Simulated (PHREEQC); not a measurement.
A made-up water analysis in mmol/kgw, 25 °C, pH 2.49, pe 8.3: Na 86.5; K 0.528; Ca 4.68; Mg 4.5; Cl 11.3; S(6) 52; Zn 0.0964.

Valence states are taken as typed.

Computed with PHREEQC (ion-association model, wateq4f.dat).

Each row changes one thing in this solution. This is a speciation only: nothing precipitates in the calculation.

| case | ionic strength (mol/kgw) | Na+ (mol/kgw) | SO4-2 (mol/kgw) | HSO4- (mol/kgw) | NaSO4- (mol/kgw) | Ca+2 (mol/kgw) | SI of Gypsum (CaSO4:2H2O) | SI of Epsomite (MgSO4:7H2O) |
|---|---|---|---|---|---|---|---|---|
| as made | 0.138 | 0.0815 | 0.0372 | 0.00518 | 0.00504 | 0.00249 | -0.38 | -2.86 |
| all concentrations times 2 at the same typed pH | 0.263 | 0.158 | 0.0707 | 0.00827 | 0.0148 | 0.00451 | -0.02 | -2.51 |
| Mg from 4.5 to 13.5 mmol/kgw | 0.141 | 0.0819 | 0.0339 | 0.00470 | 0.00460 | 0.00261 | -0.40 | -2.41 |
| Cl from 11.3 to 33.9 mmol/kgw | 0.150 | 0.0816 | 0.0374 | 0.00511 | 0.00494 | 0.00255 | -0.39 | -2.87 |
